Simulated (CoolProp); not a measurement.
A single-stage vapour-compression cycle with R152A: evaporating at 210.15 K (dew point), condensing at 255.15 K (bubble point), superheat 8 K, subcooling 8 K, compressor efficiency 0.75, no pressure losses. Each further row changes one setting.

The numbers come from the reference Helmholtz-energy equation of state, Outcalt 1996 in CoolProp. It is a modified Benedict-Webb-Rubin equation, recast in Helmholtz form.

```json
[
 {"case": "as stated", "cooling COP": "3.07", "pressure ratio": "10.6", "discharge temperature (K)": "325.6", "refrigerating effect (kJ/kg)": "310", "volumetric capacity (kJ/m³)": "141"},
 {"case": "evaporating temperature 215.15 K", "cooling COP": "3.60", "pressure ratio": "7.72", "discharge temperature (K)": "316.5", "refrigerating effect (kJ/kg)": "314", "volumetric capacity (kJ/m³)": "192"},
 {"case": "condensing temperature 250.15 K", "cooling COP": "3.51", "pressure ratio": "8.58", "discharge temperature (K)": "315.5", "refrigerating effect (kJ/kg)": "318", "volumetric capacity (kJ/m³)": "144"},
 {"case": "subcooling 13 K", "cooling COP": "3.15", "pressure ratio": "10.6", "discharge temperature (K)": "325.6", "refrigerating effect (kJ/kg)": "318", "volumetric capacity (kJ/m³)": "144"},
 {"case": "superheat 18 K", "cooling COP": "3.02", "pressure ratio": "10.6", "discharge temperature (K)": "337.2", "refrigerating effect (kJ/kg)": "319", "volumetric capacity (kJ/m³)": "138"},
 {"case": "compressor efficiency 0.65", "cooling COP": "2.66", "pressure ratio": "10.6", "discharge temperature (K)": "339.5", "refrigerating effect (kJ/kg)": "310", "volumetric capacity (kJ/m³)": "141"}
]
```
